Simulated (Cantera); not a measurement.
An adiabatic, constant-volume homogeneous reactor starts with CH₄ : C₂H₆ : C₃H₈ : O₂ : N₂ = 1 : 0.16 : 0.49 : 15.7 : 58.9 (molar parts), equivalence ratio 0.32, at 1600 K and 4280 Torr.

Detailed kinetics in Cantera: GRI-Mech 3.0 (53 species, 325 reactions). GRI-Mech 3.0 was tuned for natural gas; its chemistry of propane as a main component is partial and can be far from experiment.

One state of this run: T (K) = 2416; P (bar) = 8.69; x CH₄ = <1e-12; x C₂H₆ = <1e-12; x C₃H₈ = <1e-12; x CO₂ = 0.0355; x H = 8.36e-5; x O = 0.00116. x: mole fraction; the columns are a selection and need not sum to one.

Q: Which value of t (s) does it belong to?
A. 1.32e-5
B. 0.0169
C. 0.000143
D. 4.35e-5

A: B, 0.0169
